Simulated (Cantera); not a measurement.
A closed system holds: 1 mol HMDSO, 1.1 mol H2O, 1.3 mol N2, at 7.50 Torr.

Method: chemical equilibrium by Gibbs-energy minimisation in Cantera with the NASA 1993 tables (ideal gas, pure condensed phases). Candidate condensed phases: C, C6H6, C7H8, C8H18, H2O, Si, SiC, SiO2, Si2N2O, Si3N4; 151 gas species. The feed counts by its element totals alone. N2 is the only nitrogen source here; it is nearly inert below about 1500 K, so the nitride shown seldom forms there in practice. Mutual solubility and eutectic melting of coexisting phases are not modelled. The tables hold silica as quartz up to 1696 K and as liquid above; real silica turns to tridymite and cristobalite and melts near 1996 K. Equilibrium is a limit: real reactors are often held back by kinetics, nucleation or transport.

Problem. Which condensed phases are stable at each of these points (T (K)): 573, 673, 773, 873, 973, 1073, 1173, 1273, 1373, 1473, 1573, 1673, 1773, 1873?

Solution. 
```
T (K)                          condensed phases  Si condensed (%)
-----  ----------------------------------------  ----------------
573    C(graphite) + SiO2(α-quartz) + Si2N2O(s)             100.0
673    C(graphite) + SiO2(α-quartz) + Si2N2O(s)             100.0
773    C(graphite) + SiO2(α-quartz) + Si2N2O(s)             100.0
873    C(graphite) + SiO2(β-quartz) + Si2N2O(s)             100.0
973    C(graphite) + SiO2(β-quartz) + Si2N2O(s)             100.0
1073   C(graphite) + SiO2(β-quartz) + Si2N2O(s)             100.0
1173   C(graphite) + SiO2(β-quartz) + Si2N2O(s)             100.0
1273                    C(graphite) + Si2N2O(s)             100.0
1373                    C(graphite) + Si2N2O(s)             100.0
1473           C(graphite) + SiC(s) + Si2N2O(s)              99.8
1573                       C(graphite) + SiC(s)              99.7
1673                       C(graphite) + SiC(s)              99.6
1773                       C(graphite) + SiC(s)              99.5
1873                       C(graphite) + SiC(s)              99.3
```

From 573 K to 773 K the condensed part is C(graphite) + SiO2(α-quartz) + Si2N2O(s). From 873 K to 1173 K the condensed part is C(graphite) + SiO2(β-quartz) + Si2N2O(s). From 1273 K to 1373 K the condensed part is C(graphite) + Si2N2O(s). At 1473 K the condensed part is C(graphite) + SiC(s) + Si2N2O(s). From 1573 K to 1873 K the condensed part is C(graphite) + SiC(s).
